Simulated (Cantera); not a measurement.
# B₂O₃ + H₂O + N₂ (boron, boron nitride and boron oxide)

Input: 1 mol B₂O₃, 7.8 mol H₂O, 18 mol N₂, equilibrated at 6.00 mbar.

Method: chemical equilibrium by Gibbs-energy minimisation in Cantera with the NASA 1993 tables (ideal gas, pure condensed phases). Candidate condensed phases: B, BN, B₂O₃, B₃O₃H₃, H₂O; 39 gas species. Gases not in the tables: H₃BO₃. Kinetics and transport are ignored.

From 750 K to 1350 K the condensed part is B₂O₃(l). From 1500 K to 2400 K nothing is condensed.

```csv
T (K),log p N₂,log p H₂O,log p HBO₂,log p H₂,log p H,log p OH,log p O₂,log p O,n B₂O₃(l)
750,-2.38,-2.74,-9.03,-11.29,<-14,-13.37,-11.61,<-14,0.934
900,-2.38,-2.74,-6.97,-9.38,<-14,-11.01,-9.71,<-14,0.976
1050,-2.38,-2.74,-5.52,-8.01,-12.10,-9.32,-8.35,-13.35,0.983
1200,-2.38,-2.75,-4.45,-6.98,-10.19,-8.06,-7.33,-11.27,0.918
1350,-2.39,-2.78,-3.65,-6.19,-8.72,-7.10,-6.56,-9.65,0.503
1500,-2.39,-2.82,-3.36,-5.56,-7.54,-6.33,-5.95,-8.37,0
1650,-2.40,-2.82,-3.36,-5.03,-6.56,-5.69,-5.44,-7.31,0
1800,-2.40,-2.82,-3.37,-4.59,-5.74,-5.16,-5.01,-6.42,0
1950,-2.40,-2.84,-3.38,-4.22,-5.05,-4.71,-4.65,-5.67,0
2100,-2.40,-2.87,-3.40,-3.92,-4.47,-4.34,-4.35,-5.03,0
2250,-2.41,-2.93,-3.44,-3.68,-3.97,-4.04,-4.12,-4.49,0
2400,-2.43,-3.03,-3.52,-3.51,-3.55,-3.81,-3.94,-4.03,0
```
log p: log10 of the partial pressure in bar; n: condensed amount in mol.
